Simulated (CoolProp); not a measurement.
Values from CoolProp's reference Helmholtz-energy equation of state, Thol 2019.

Q: Give the vapour pressure (kPa), vapour density (kg/m³), liquid cp (kJ/(kg K)), liquid viscosity (µPa s) of saturated n-hexane at 298.4, 377.3 K.

A: 
```tsv
T (K)	p (kPa)	vapour density (kg/m³)	liquid cp (kJ/(kg K))	liquid viscosity (µPa s)
298.4	20.4	0.719	2.27	297
377.3	274	8.33	2.66	149
```

Viscosity comes from a separate model (Michailidou 2013).
